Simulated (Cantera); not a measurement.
A closed system holds: 1 mol NiS, 3.7 mol H2, equilibrated at 1200 K and 10.0 mbar.

These are equilibrium values from Cantera (NASA tables, ideal gas, pure condensed phases), not measurements of a reactor. Candidate condensed phases: Ni, NiS, NiS2, Ni3S2, Ni3S4, S; 9 gas species. Gases not in the tables: S3 to S7. The numbers say what is thermodynamically allowed, not how fast it happens.

Base state: H2 0.912, H2S 0.0862, S2 0.00180, SH 0.000148 (mole fractions); condensed: Ni3S2(l).

Q: What changes in the equilibrium state with this change: pressure from 10.0 mbar to 3.80 mbar?

A: 
```csv
species,before,after
H2,0.912,0.914
H2S,0.0862,0.0811
S2,0.00180,0.00417
SH,0.000148,0.000225
"Ni3S2(l), mol",0.333,0.333
```

Q: What changes in the equilibrium state with this change: temperature from 1200 K to 1750 K?

A: 
```csv
species,before,after
H2,0.912,0.939
S2,0.00180,0.0296
H2S,0.0862,0.0208
Ni,<1e-9,0.000497
NiS,2.80e-9,0.000360
S,2.24e-7,0.000843
"Ni3S2(l), mol",0.333,0.332
```

Q: What changes in the equilibrium state with this change: NiS replaced by Al2O3?

A: 
```
species          before  after
-------------  --------  -----
H2                0.912  1.000
H2S              0.0862      0
S2              0.00180      0
SH             0.000148      0
Ni3S2(l), mol     0.333      0
Al2O3(s), mol         0   1.00
```
Further candidate phases: Al, Al2O3, H2O.
